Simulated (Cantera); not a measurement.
Cantera run, input and output.

```python
import numpy as np
import cantera as ct

gas = ct.Solution("gri30.yaml")
gas.TPX = 675, 110000, {'CH4': 1, 'O2': 2.56, 'N2': 9.64}
flame = ct.FreeFlame(gas, width=0.037)
flame.set_refine_criteria(ratio=3, slope=0.08, curve=0.16)
flame.transport_model = "mixture-averaged"
flame.solve(loglevel=0, auto=True)
z, T = flame.grid, flame.T
thick = (T[-1] - T[0]) / np.gradient(T, z).max()
show = ['CH4', 'O2', 'CH3', 'H2', 'C2H', 'CO2']
print(f"laminar burning velocity  {flame.velocity[0] * 100:.3f} cm/s")
print(f"burnt temperature         {T[-1]:.1f} K")
print(f"thermal thickness         {thick * 1e3:.4f} mm")
print(f"grid points               {len(z)}")
z0 = z[flame.heat_release_rate.argmax()]
print(f"{'z/mm':>9s}{'T/K':>9s}{'u/(m/s)':>9s}" + "".join(f"{s:>11s}" for s in show))
rows = []
for k in (-3, -2, -1.5, -1, -0.5, -0.25, 0, 0.25, 0.5, 1, 2, 4, 8):
    zz = z0 + k * thick
    rows.append([k * thick, np.interp(zz, z, T), np.interp(zz, z, flame.velocity),
                 *(np.interp(zz, z, flame.X[gas.species_index(s)]) for s in show)])
    print(f"{rows[-1][0] * 1e3:9.3f}{rows[-1][1]:9.1f}{rows[-1][2]:9.3f}" + "".join(f"{x:11.3e}" for x in rows[-1][3:]))
```

It prints:

```
laminar burning velocity  134.126 cm/s
burnt temperature         2227.6 K
thermal thickness         0.3201 mm
grid points               139
     z/mm      T/K  u/(m/s)        CH4         O2        CH3         H2        C2H        CO2
   -0.960    675.2    1.343  7.568e-02  1.938e-01  6.905e-08  6.635e-04  7.941e-24  3.317e-07
   -0.640    677.3    1.348  7.543e-02  1.934e-01  6.424e-07  1.787e-03  5.791e-21  4.689e-06
   -0.480    683.9    1.363  7.483e-02  1.927e-01  2.568e-06  3.112e-03  4.902e-19  2.415e-05
   -0.320    724.3    1.449  7.185e-02  1.894e-01  1.794e-05  5.662e-03  2.207e-16  2.183e-04
   -0.160   1004.3    2.030  5.353e-02  1.658e-01  3.424e-04  1.019e-02  4.290e-12  3.075e-03
   -0.080   1345.8    2.742  3.070e-02  1.324e-01  1.448e-03  1.261e-02  1.345e-09  9.117e-03
    0.000   1693.7    3.472  7.959e-03  9.093e-02  1.455e-03  1.249e-02  5.725e-08  2.024e-02
    0.080   1845.8    3.784  6.728e-04  6.603e-02  1.840e-04  9.050e-03  3.392e-08  3.306e-02
    0.160   1895.1    3.872  3.024e-05  5.708e-02  8.925e-06  7.106e-03  1.411e-09  4.312e-02
    0.320   1955.6    3.972  7.319e-08  5.166e-02  2.467e-08  6.382e-03  1.285e-12  5.386e-02
    0.640   2031.6    4.104  3.863e-12  4.834e-02  1.569e-12  5.417e-03  2.056e-17  6.084e-02
    1.281   2109.2    4.240  5.680e-18  4.603e-02  3.689e-17  3.799e-03  8.805e-24  6.505e-02
    2.561   2172.1    4.349  9.491e-19  4.427e-02  5.832e-18  2.288e-03  2.120e-25  6.876e-02
```

Detailed kinetics in Cantera: GRI-Mech 3.0 (53 species, 325 reactions). Burning velocities carry a grid error of a few per cent, more on coarse grids.
